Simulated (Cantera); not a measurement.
Adiabatic ignition

An adiabatic, constant-pressure homogeneous reactor starts with 9.03 % CH4, 18.6 % O2, 69.9 % N2, 2.44 % CO2, at 1750 K and 1.01 bar.

Model: GRI-Mech 3.0 (53 species, 325 reactions), integrated in Cantera.

```json
[
 {"t (s)": "4.00e-6", "T (K)": "1750", "x CH4": "0.0902", "x O2": "0.186", "x CO2": "0.0244", "x NO2": "<1e-12", "x OH": "4.93e-7", "x C2H6": "4.97e-9"},
 {"t (s)": "9.47e-6", "T (K)": "1750", "x CH4": "0.0902", "x O2": "0.186", "x CO2": "0.0244", "x NO2": "<1e-12", "x OH": "7.82e-7", "x C2H6": "7.91e-8"},
 {"t (s)": "2.24e-5", "T (K)": "1750", "x CH4": "0.0900", "x O2": "0.186", "x CO2": "0.0244", "x NO2": "<1e-12", "x OH": "1.69e-6", "x C2H6": "1.34e-6"},
 {"t (s)": "5.32e-5", "T (K)": "1750", "x CH4": "0.0892", "x O2": "0.185", "x CO2": "0.0244", "x NO2": "<1e-12", "x OH": "5.78e-6", "x C2H6": "2.78e-5"},
 {"t (s)": "0.000126", "T (K)": "1797", "x CH4": "0.0748", "x O2": "0.175", "x CO2": "0.0244", "x NO2": "2.04e-11", "x OH": "0.000113", "x C2H6": "0.000708"},
 {"t (s)": "0.000298", "T (K)": "2716", "x CH4": "<1e-12", "x O2": "0.0319", "x CO2": "0.0557", "x NO2": "1.72e-7", "x OH": "0.0243", "x C2H6": "<1e-12"},
 {"t (s)": "0.000706", "T (K)": "2785", "x CH4": "<1e-12", "x O2": "0.0290", "x CO2": "0.0590", "x NO2": "9.02e-7", "x OH": "0.0231", "x C2H6": "<1e-12"},
 {"t (s)": "0.00167", "T (K)": "2781", "x CH4": "<1e-12", "x O2": "0.0273", "x CO2": "0.0589", "x NO2": "1.98e-6", "x OH": "0.0224", "x C2H6": "<1e-12"},
 {"t (s)": "0.00396", "T (K)": "2777", "x CH4": "<1e-12", "x O2": "0.0261", "x CO2": "0.0588", "x NO2": "2.69e-6", "x OH": "0.0220", "x C2H6": "<1e-12"},
 {"t (s)": "0.00939", "T (K)": "2776", "x CH4": "<1e-12", "x O2": "0.0260", "x CO2": "0.0588", "x NO2": "2.78e-6", "x OH": "0.0219", "x C2H6": "<1e-12"},
 {"t (s)": "0.0222", "T (K)": "2776", "x CH4": "<1e-12", "x O2": "0.0260", "x CO2": "0.0588", "x NO2": "2.78e-6", "x OH": "0.0219", "x C2H6": "<1e-12"},
 {"t (s)": "0.0527", "T (K)": "2776", "x CH4": "<1e-12", "x O2": "0.0260", "x CO2": "0.0588", "x NO2": "2.78e-6", "x OH": "0.0219", "x C2H6": "<1e-12"},
 {"t (s)": "0.125", "T (K)": "2776", "x CH4": "<1e-12", "x O2": "0.0260", "x CO2": "0.0588", "x NO2": "2.78e-6", "x OH": "0.0219", "x C2H6": "<1e-12"},
 {"t (s)": "0.296", "T (K)": "2776", "x CH4": "<1e-12", "x O2": "0.0260", "x CO2": "0.0588", "x NO2": "2.78e-6", "x OH": "0.0219", "x C2H6": "<1e-12"},
 {"t (s)": "0.700", "T (K)": "2776", "x CH4": "<1e-12", "x O2": "0.0260", "x CO2": "0.0588", "x NO2": "2.78e-6", "x OH": "0.0219", "x C2H6": "<1e-12"}
]
```
x: mole fraction; the columns are a selection and need not sum to one.

```
Quantity                                                           Value
---------------------------------  -------------------------------------
time of steepest temperature rise                               0.157 ms
temperature at 0.700 s                                            2776 K
equilibrium temperature                                           2776 K
x(CH4) at 0.700 s                  <1e-12 (gas-phase equilibrium <1e-12)
x(O2) at 0.700 s                   0.0260 (gas-phase equilibrium 0.0260)
x(CO2) at 0.700 s                  0.0588 (gas-phase equilibrium 0.0588)
```
